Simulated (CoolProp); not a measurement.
Octamethyltrisiloxane (MDM) at 485.71 K and 0.221 MPa is compressed adiabatically to 0.509 MPa with isentropic efficiency 0.7. Each further row changes one setting.

Values from CoolProp's reference Helmholtz-energy equation of state, Thol 2017.

```csv
case,work (kJ/kg),final phase,final density (kg/m³)
as stated,17.2,"two-phase, vapour fraction 0.988",38.6
efficiency 1,12.0,"two-phase, vapour fraction 0.941",40.3
efficiency 0.65,18.5,"two-phase, vapour fraction 0.999",38.1
```
